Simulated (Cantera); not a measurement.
A closed system holds: 1 mol (CH3)2SiCl2, 0.01 mol C2H4, 270 mol H2, equilibrated at 2398 K.

Cantera equilibrium calculation (NASA polynomials, part measured and part estimated; ideal gas, pure solids and liquids). Candidate condensed phases: C, C6H6, C7H8, C8H18, Si, SiC; 109 gas species. The feed counts by its element totals alone. The tables' values for SiCl are old estimates; treat these amounts as uncertain. Gases not in the tables: Si2H6 and higher silanes. Kinetics and transport are ignored.

log p: log10 of the partial pressure in bar; n: condensed amount in mol.

| P (Pa) | log p H2 | log p H | log p HCl | log p C2H2 (acetylene) | log p Si | n SiC(s) |
|---|---|---|---|---|---|---|
| 100 | -3.22 | -3.41 | -5.40 | -5.61 | -5.58 | 0 |
| 400 | -2.51 | -3.06 | -4.67 | -4.94 | -4.94 | 0 |
| 1600 | ? | ? | ? | ? | ? | 0 |
| 6300 | -1.23 | -2.42 | -3.37 | -3.69 | -3.76 | 0 |
| 25000 | ? | ? | ? | ? | ? | 0 |
| 100000 | -0.01 | -1.81 | -2.15 | -2.63 | -3.17 | 0.626 |

**Question.** Some entries are withheld; supply them.

**Answer.** 
- 1600, log p H2: -1.86
- 1600, log p H: -2.73
- 1600, log p HCl: -4.00
- 1600, log p C2H2 (acetylene): -4.30
- 1600, log p Si: -4.33
- 25000, log p H2: -0.62
- 25000, log p H: -2.11
- 25000, log p HCl: -2.76
- 25000, log p C2H2 (acetylene): -3.09
- 25000, log p Si: -3.25
